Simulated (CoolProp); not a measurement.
A Linde-Hampson liquefier for nitrogen: isothermal reversible compression at 200 K from 1 atm to 40 MPa, throttling to 1 atm, return gas leaving the recuperator 10 K below the feed. Each further row changes one setting.

The numbers come from the reference Helmholtz-energy equation of state, Span 2000 in CoolProp.

```tsv
case	liquid yield per pass	compression work (kJ/kg of gas)
as stated	0.233	340
high pressure 80 MPa	0.164	406
warm-end temperature 230 K	0.166	403
warm-end gap 15 K	0.220	340
```
